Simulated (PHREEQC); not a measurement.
A solution holds 0.014 mol HCl and 0.0004 mol ZnSO4 per kg of water, at 20 °C. Closed to the air; pH follows from the charge balance.

Computed with PHREEQC (ion-association model, wateq4f.dat).

### Question
The ionic strength comes out as 0.0152 mol/kgw. What activity coefficients do Zn+2, SO4-2, HSO4-, ZnCl+, Cl- get?

### Answer
Zn+2 0.63, SO4-2 0.62, HSO4- 0.89, ZnCl+ 0.88, Cl- 0.88.

No solid was allowed to form. Species that the database lacks are ignored.
